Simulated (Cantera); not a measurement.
## Premixed flame

A freely propagating, adiabatic, planar premixed flame of 7.75 % CH4, 0.775 % CO, 17.0 % O2, 64.2 % N2, 10.1 % CO2, 0.163 % H2O, equivalence ratio 0.93, unburnt at 425 K and 1.58 atm; mixture-averaged transport, grid criteria slope 0.08 and curve 0.16, no radiation.

Computed with Cantera and GRI-Mech 3.0 (53 species, 325 reactions). Burning velocities carry a grid error of a few per cent, more on coarse grids.

```
z (mm)  T (K)  u (m/s)     x CH4     x CO    x O2    x C2H4     x HO2    x CH2O
------  -----  -------  --------  -------  ------  --------  --------  --------
-1.40     425    0.269    0.0774  0.00775   0.170   2.11e-8   3.40e-8   9.71e-8
-0.933    428    0.272    0.0770  0.00779   0.170   3.83e-7   4.20e-7   1.79e-6
-0.699    442    0.281    0.0759  0.00805   0.169   2.78e-6   2.32e-6   1.31e-5
-0.466    521    0.332    0.0706  0.00968   0.162   2.34e-5   1.60e-5  0.000109
-0.233    900    0.579    0.0474   0.0190   0.128  0.000192   9.29e-5  0.000724
-0.117   1265    0.817    0.0250   0.0294  0.0909  0.000366  0.000122  0.000875
0        1622     1.05   0.00432   0.0377  0.0497  0.000157   7.57e-5  0.000364
0.117    1759     1.13  0.000106   0.0303  0.0308   1.70e-6   1.55e-5   1.79e-5
0.233    1816     1.16   1.37e-6   0.0233  0.0258     <1e-8   9.91e-6   2.69e-7
0.466    1881     1.20     <1e-8   0.0174  0.0220     <1e-8   6.29e-6     <1e-8
0.933    1944     1.24     <1e-8   0.0124  0.0188     <1e-8   3.45e-6     <1e-8
1.87     1991     1.26     <1e-8  0.00795  0.0161     <1e-8   1.78e-6     <1e-8
3.73     2022     1.28     <1e-8  0.00481  0.0144     <1e-8   9.94e-7     <1e-8
```
x: mole fraction of selected species; z is measured from the peak of heat release.

```json
{
 "laminar_burning_velocity": "26.9 cm/s",
 "thermal_thickness": "0.466 mm",
 "peak x(C2H4)": "0.000380",
 "peak x(HO2)": "0.000125",
 "peak x(CH2O)": "0.000908",
 "grid_points": "125"
}
```
